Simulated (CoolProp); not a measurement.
R507A along the isobar 157 bar: Z from the reference equation and from simpler models built on Tc = 70.6 °C, pc = 37.05 bar, ω = 0.286; each cubic takes its own stable root.

The numbers come from the reference Helmholtz-energy equation of state, Lemmon 2003 in CoolProp. It is a pseudo-pure fit of the blend.

| T (°C) | phase | reference | van der Waals | Redlich-Kwong | Soave-Redlich-Kwong | Peng-Robinson |
|---|---|---|---|---|---|---|
| 64.55 | liquid | 0.5395 | 0.7923 | 0.6185 | 0.6159 | 0.5522 |
| 78.05 | supercritical | 0.5447 | 0.7812 | 0.6213 | 0.6249 | 0.5623 |
| 91.55 | supercritical | 0.5536 | 0.7723 | 0.6267 | 0.6382 | 0.5768 |
| 105.15 | supercritical | 0.5668 | 0.7655 | 0.6350 | 0.6560 | 0.5960 |
| 118.65 | supercritical | 0.5843 | 0.7608 | … | 0.6780 | 0.6194 |
| 132.15 | supercritical | 0.6063 | 0.7582 | 0.6590 | 0.7038 | 0.6464 |
| 145.65 | supercritical | 0.6322 | … | 0.6745 | 0.7323 | 0.6761 |
| 159.25 | supercritical | 0.6614 | 0.7585 | 0.6920 | 0.7626 | 0.7074 |
| 172.75 | supercritical | 0.6920 | 0.7613 | 0.7106 | 0.7929 | 0.7384 |
| 186.25 | supercritical | 0.7229 | 0.7658 | 0.7301 | 0.8224 | 0.7686 |
| 199.75 | supercritical | 0.7530 | 0.7717 | 0.7499 | 0.8504 | 0.7971 |
| 213.35 | supercritical | 0.7818 | 0.7790 | 0.7697 | 0.8767 | 0.8238 |
| 226.85 | supercritical | … | 0.7873 | 0.7887 | 0.9006 | 0.8483 |

**Question.** Some entries are withheld; supply them.

**Answer.** 
- 118.65, Redlich-Kwong: 0.6458
- 145.65, van der Waals: 0.7574
- 226.85, reference: 0.8084
